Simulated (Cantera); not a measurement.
Input (Python, Cantera):

```python
import numpy as np
import cantera as ct

gas = ct.Solution("gri30.yaml")
gas.TPX = 1225, 1000000, {'H2': 1, 'O2': 0.278, 'N2': 1.04, 'NO': 0.0045}
reactor = ct.IdealGasReactor(gas, energy="on", clone=False)
net = ct.ReactorNet([reactor])
net.rtol, net.atol = 1e-08, 1e-16
show = ['H2', 'O2', 'NO', 'N2', 'NO2', 'H']
times = np.geomspace(7e-06, 6, 10)

steps = ct.SolutionArray(gas, extra=["t"])
rows = []
print(f"{'t/s':>10s}{'T/K':>9s}{'P/Pa':>11s}" + "".join(f"{s:>11s}" for s in show))
for t in times:
    while net.time < t:
        t_next = net.step()
        steps.append(gas.state, t=t_next)
    rows.append([np.interp(t, steps.t, y) for y in (steps.T, steps.P, *steps(*show).X.T)])
    print(f"{t:10.3e}{rows[-1][0]:9.1f}{rows[-1][1]:11.4g}" + "".join(f"{x:11.3e}" for x in rows[-1][2:]))
rate = np.gradient(steps.T, steps.t)
print("integrator steps:", len(steps.t))
if steps.T.max() > steps.T[0] + 200:
    print(f"time of steepest temperature rise: {steps.t[rate.argmax()]:.4e} s")
gas.TPX = 1225, 1000000, {'H2': 1, 'O2': 0.278, 'N2': 1.04, 'NO': 0.0045}
gas.equilibrate("UV")
print(f"equilibrium (UV): T = {gas.T:.1f} K  " + "  ".join(f"{s} {gas[s].X[0]:.3e}" for s in show))
```

It prints:

```
       t/s      T/K       P/Pa         H2         O2         NO         N2        NO2          H
 7.000e-06   1227.1  1.002e+06  4.303e-01  1.195e-01  1.891e-03  4.479e-01  4.362e-05  3.246e-05
 3.194e-05   3091.3  2.255e+06  2.088e-01  2.511e-04  1.674e-03  5.013e-01  1.492e-07  2.009e-02
 1.457e-04   3092.4  2.256e+06  2.086e-01  2.535e-04  1.481e-03  5.014e-01  1.325e-07  2.015e-02
 6.649e-04   3092.4  2.256e+06  2.086e-01  2.535e-04  1.481e-03  5.014e-01  1.325e-07  2.015e-02
 3.034e-03   3092.4  2.256e+06  2.086e-01  2.535e-04  1.481e-03  5.014e-01  1.325e-07  2.015e-02
 1.384e-02   3092.4  2.256e+06  2.086e-01  2.535e-04  1.481e-03  5.014e-01  1.325e-07  2.015e-02
 6.316e-02   3092.4  2.256e+06  2.086e-01  2.535e-04  1.481e-03  5.014e-01  1.325e-07  2.015e-02
 2.882e-01   3092.4  2.256e+06  2.086e-01  2.535e-04  1.481e-03  5.014e-01  1.325e-07  2.015e-02
 1.315e+00   3092.4  2.256e+06  2.086e-01  2.535e-04  1.481e-03  5.014e-01  1.325e-07  2.015e-02
 6.000e+00   3092.4  2.256e+06  2.086e-01  2.535e-04  1.481e-03  5.014e-01  1.325e-07  2.015e-02
integrator steps: 1231
time of steepest temperature rise: 1.0503e-05 s
equilibrium (UV): T = 3092.4 K  H2 2.086e-01  O2 2.535e-04  NO 1.481e-03  N2 5.014e-01  NO2 1.325e-07  H 2.015e-02
```

Cantera simulation using GRI-Mech 3.0 (53 species, 325 reactions); the numbers are that mechanism's predictions, not measurements. The hydrogen kinetics of GRI-Mech 3.0 are dated; newer H2 mechanisms differ, most at raised pressure. The mechanism lacks 2 NO + O2 → 2 NO2 and HONO, so NO2 and the effect of NO are under-described below about 1400 K. Above 3000 K some thermodynamic fits are extrapolated.
